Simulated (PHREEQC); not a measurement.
Solution (25 °C): 0.02 mol SrBr2 and 0.022 mol MgBr2 per kg of water. Closed to the air; pH follows from the charge balance.

The numbers come from PHREEQC with the ion-association model, phreeqc.dat.

No solid was allowed to form.

Q: Predict the specific conductance, density.

A: specific conductance 8360 µS/cm; density 1.005 g/cm³.

Complexes and solids missing from the database can't appear.
